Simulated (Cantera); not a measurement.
Ignition delay

Mixture: CH4 : CO : O2 : N2 = 1 : 0.095 : 4.36 : 16.4 (molar parts), at 2.70 bar, adiabatic and at constant volume. Ignition delay is the time to a rise of 400 K.

Detailed kinetics in Cantera: GRI-Mech 3.0 (53 species, 325 reactions).

| T0 (K) | delay (ms) |
|---|---|
| 1300 | 3.45 |
| 1350 | 1.90 |
| 1400 | 1.09 |
| 1450 | 0.645 |
| 1500 | 0.397 |
| 1550 | 0.253 |
| 1600 | 0.167 |
| 1650 | 0.114 |
| 1700 | 0.0801 |
| 1750 | 0.0576 |

| Property | Value |
|---|---|
| apparent activation energy between 1650 and 1750 K | 160 kJ/mol |
